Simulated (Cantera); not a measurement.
Input: 1 mol Si₃H₈, 0.24 mol Cl₂, 100 mol H₂, equilibrated at 700 °C and 1.60 mbar.

Cantera equilibrium calculation (NASA polynomials, part measured and part estimated; ideal gas, pure solids and liquids). Candidate condensed phases: Si; 19 gas species. The feed counts by its element totals alone. Rates play no part.

Base state: H₂ 0.995, HCl 0.00447, SiCl₂ 3.23e-5 (mole fractions); condensed: Si(s).

Problem. What changes in the equilibrium state with this change: Cl₂ from 0.24 to 0.027 mol?

Solution. 
```csv
species,before,after
H₂,0.995,0.999
HCl,0.00447,0.000518
SiCl₂,3.23e-5,4.32e-7
"Si(s), mol",2.99,3.00
```
